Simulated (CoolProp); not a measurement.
Vapour-liquid equilibrium of R125 (1) + cyclopropane (2) at 12.3 bar; x and y are mole fractions of (1).

The numbers come from the multi-fluid Helmholtz-energy mixture model, Lemmon 2005 and Polt 1992; pair parameters Bell 2016 in CoolProp. This equation is an older, rougher fit; its heat capacities, sound speeds and derivatives of the liquid may be far off and weren't checked against measurements.

Give the bubble temperature and the first vapour's composition at x = 0.2, 0.35, 0.65. Is there an azeotrope?

x = 0.2: 28.2 °C, y = 0.417; x = 0.35: 23.5 °C, y = 0.534; x = 0.65: 19.7 °C, y = 0.695. y crosses x between x = 0.725 and 0.8: the model has an azeotrope there.

The pair parameters rest on a limited set of measurements; away from them the model extrapolates.
